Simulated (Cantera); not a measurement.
Cantera run:

```python
import numpy as np
import cantera as ct

gas_names = """
    Cr CrN CrO CrO2 CrO3 H HNO HNO2 HNO3 HO2 H2 H2O H2O2 N NH NH2 NH3 NH2OH NO NO2 NO3 N2 N2H2 N2H4 N2O
    O OH O2 O3
""".split()
cond_names = """
    Cr(cr) Cr(L) CrN(s) Cr2N(s) Cr2O3(s) Cr2O3(L) H2O(s) H2O(L)
""".split()


# ... load() reads the species with a 1 bar reference pressure and builds the phases ...
atoms = {
    'Cr': {'Cr': 1},
    'N2O': {'N': 2, 'O': 1},
    'H2': {'H': 2},
}
top_T = {'CrN(s)': 1900, 'Cr2N(s)': 1900}  # K; cautious upper limits of use, not melting points


# ... equilibrate(T, P, feed) seeds the gas with the atoms and calls Mixture.equilibrate('TP', solver="vcs", rtol=1e-11, max_steps=5000) ...
results = []
feed = {'Cr': 1, 'N2O': 0.13, 'H2': 18}  # mol
P = 8500  # Pa
for T in [950, 1100, 1250, 1400, 1550, 1700, 1850, 2000, 2150, 2300, 2450, 2600, 2750]:
    mix = equilibrate(T, P, feed)
    results.append((T, P, feed, dict(zip(mix.species_names, mix.species_moles))))

top = {s: max(r[3][s] / sum(r[3][g] for g in gas_names) for r in results) for s in gas_names}
cols = sorted((s for s in top if top[s] > 1e-06), key=lambda s: -top[s])[:7]
seen = [c for c in cond_names if any(r[3].get(c, 0) > 1e-12 for r in results)]
print("log10 of partial pressures in bar; condensed amounts in mol")
print(f"{'T/K':>10s}" + "".join(f"{s[:9]:>10s}" for s in cols + seen))
for T, P, feed, n in results:
    ng = sum(n[g] for g in gas_names)
    print(f"{T:10.4g}" + "".join(f"{np.log10(max(n[s] / ng * P / 1e5, 1e-99)):10.3f}" for s in cols)
          + "".join(f"{n.get(c, 0):10.4g}" for c in seen))
```

It prints:

```
log10 of partial pressures in bar; condensed amounts in mol
       T/K        H2         H        Cr        N2       H2O       CrO        OH    Cr(cr)   Cr2N(s)  Cr2O3(s)
       950    -1.071    -9.790   -14.112    -6.036    -6.503   -20.812   -18.055    0.3942    0.2596   0.04331
      1100    -1.071    -8.123   -11.171    -4.254    -5.555   -16.643   -14.958     0.441    0.2364   0.04314
      1250    -1.074    -6.853    -8.947    -3.215    -4.845   -13.490   -12.610    0.9154         0   0.04232
      1400    -1.074    -5.850    -7.210    -3.215    -4.288   -11.024   -10.766    0.9206         0   0.03967
      1550    -1.075    -5.039    -5.818    -3.215    -3.842    -9.046    -9.280    0.9335         0    0.0331
      1700    -1.076    -4.370    -4.681    -3.215    -3.476    -7.426    -8.056    0.9565         0   0.01953
      1850    -1.079    -3.808    -3.736    -3.216    -3.217    -6.125    -7.078    0.9606         0         0
      2000    -1.085    -3.331    -2.942    -3.222    -3.226    -5.253    -6.473    0.7507         0         0
      2150    -1.106    -2.928    -2.358    -3.241    -3.261    -4.615    -5.972         0         0         0
      2300    -1.114    -2.571    -2.362    -3.245    -3.269    -4.561    -5.519         0         0         0
      2450    -1.130    -2.262    -2.370    -3.253    -3.283    -4.518    -5.125         0         0         0
      2600    -1.157    -1.994    -2.382    -3.265    -3.308    -4.486    -4.781         0         0         0
      2750    -1.202    -1.766    -2.402    -3.285    -3.350    -4.467    -4.485         0         0         0
```

Cantera equilibrium calculation (NASA polynomials, part measured and part estimated; ideal gas, pure solids and liquids). Mutual solubility and eutectic melting of coexisting phases are not modelled.
